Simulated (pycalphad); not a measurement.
Computed with pycalphad from the COST 507 light-alloy database (1999), at 1 atm. The database dates from 1999; later assessments differ in places, in temperatures and in the compounds included. Phase fractions are per mole of atoms.

Give the equilibrium state of Sn-0.74Si (at.%) at 227 °C.

bct (Sn), fraction 0.993, with no Si at.%; diamond (Si), fraction 0.007, with >99.99 Si at.%.

Give the equilibrium state of Sn-0.74Si (at.%) at 327 °C.

liquid, fraction 0.993, with <0.01 Si at.%; diamond (Si), fraction 0.007, with >99.99 Si at.%.

An entry "none" or "no" means that the model of the phase leaves that element out.
